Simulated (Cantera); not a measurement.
**Gas-phase reforming**

A perfectly stirred reactor is fed with 54.3 % CH4, 45.7 % CO2, at 590000 Pa; it is held at 1750 K, and followed from long to short residence time.

Model: GRI-Mech 3.0 (53 species, 325 reactions), integrated in Cantera.

```csv
τ (s),x CH4,x CO2,x C2H4,x H2O2,x CO,x O
0.48,0.0390,0.0248,0.00438,<1e-12,0.393,4.00e-11
0.22,0.0460,0.0356,0.00522,<1e-12,0.364,4.85e-11
0.11,0.0548,0.0487,0.00586,1.30e-12,0.335,5.54e-11
0.050,0.0702,0.0698,0.00635,1.97e-12,0.296,6.19e-11
0.023,0.0944,0.102,0.00668,2.41e-12,0.252,6.60e-11
0.011,0.131,0.149,0.00708,2.24e-12,0.202,6.58e-11
0.0052,0.186,0.216,0.00786,1.48e-12,0.143,5.99e-11
0.0024,0.259,0.295,0.00927,<1e-12,0.0834,4.88e-11
```
x: mole fraction; the columns are a selection and need not sum to one.
